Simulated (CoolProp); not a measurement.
Saturation properties of n-perfluorobutane.

Values from CoolProp's reference Helmholtz-energy equation of state, Gao 2022.

| T (K) | p (MPa) | liquid density (kg/m³) | vapour density (kg/m³) | enthalpy of vaporisation (kJ/kg) |
|---|---|---|---|---|
| 248.8 | 0.03737 | 1674 | 4.400 | 104.7 |
| 254 | 0.04807 | 1656 | 5.570 | 103.1 |
| 259.1 | 0.06079 | 1638 | 6.943 | (withheld) |
| 264.3 | 0.07635 | 1620 | 8.603 | (withheld) |
| 269.4 | 0.09449 | 1602 | 10.52 | 98.16 |
| 274.6 | 0.1163 | 1584 | 12.80 | 96.45 |
| 279.7 | 0.1412 | 1565 | 15.40 | (withheld) |
| 284.9 | 0.1707 | 1546 | 18.45 | (withheld) |
| 290 | 0.2040 | 1527 | 21.90 | 91.13 |
| 295.2 | 0.2429 | 1507 | 25.91 | 89.23 |

Problem. Some entries are withheld; supply them.

Solution. 
- 259.1, enthalpy of vaporisation (kJ/kg): 101.5
- 264.3, enthalpy of vaporisation (kJ/kg): 99.81
- 279.7, enthalpy of vaporisation (kJ/kg): 94.73
- 284.9, enthalpy of vaporisation (kJ/kg): 92.93

It boils at 271.1 K under 1 atm.
